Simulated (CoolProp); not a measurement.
The numbers come from the reference Helmholtz-energy equation of state, Thol 2014 in CoolProp.

Question: Give the vapour pressure (kPa), liquid density (kg/m³), vapour density (kg/m³), liquid cp (kJ/(kg K)) of saturated diethyl ether at 349.4, 373 K.

Answer: 
```tsv
T (K)	p (kPa)	liquid density (kg/m³)	vapour density (kg/m³)	liquid cp (kJ/(kg K))
349.4	365	644	10.4	2.54
373	652	610	18.5	2.66
```
